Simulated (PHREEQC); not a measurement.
Dissolve 0.0012 mol/kgw Al2(SO4)3, 0.0047 mol/kgw ZnCl2 and 0.0046 mol/kgw HCl at 92 °C. Closed to the air; pH follows from the charge balance.

All values are PHREEQC results (ion-association model, phreeqc.dat), not measurements.

| Property | Value |
|---|---|
| pH | 2.50 |
| ionic strength | 0.0243 mol/kgw |
| total alkalinity | -4.60 meq/kg |

```json
[
 {"species": "Cl-", "molality": "0.0132", "activity": "0.0111", "log γ": "-0.076"},
 {"species": "H+", "molality": "0.00364", "activity": "0.00315", "log γ": "-0.062"},
 {"species": "Zn+2", "molality": "0.00362", "activity": "0.00186", "log γ": "-0.290"},
 {"species": "AlSO4+", "molality": "0.00117", "activity": "0.000989", "log γ": "-0.074"},
 {"species": "Al+3", "molality": "0.00111", "activity": "0.000307", "log γ": "-0.558"},
 {"species": "HSO4-", "molality": "0.00106", "activity": "0.000894", "log γ": "-0.075"},
 {"species": "SO4-2", "molality": "0.000981", "activity": "0.000502", "log γ": "-0.291"},
 {"species": "ZnCl+", "molality": "0.000738", "activity": "0.000620", "log γ": "-0.076"},
 {"species": "ZnSO4", "molality": "0.000331", "activity": "0.000333", "log γ": "0.002"},
 {"species": "AlOH+2", "molality": "8.61e-5", "activity": "4.47e-5", "log γ": "-0.285"},
 {"species": "Al(SO4)2-", "molality": "2.40e-5", "activity": "2.02e-5", "log γ": "-0.074"}
]
```

This is a speciation only: nothing precipitates in the calculation. Complexes and solids missing from the database can't appear. Away from 25 °C the constants follow the database's enthalpies or fits; those with neither stay at their 25 °C values.
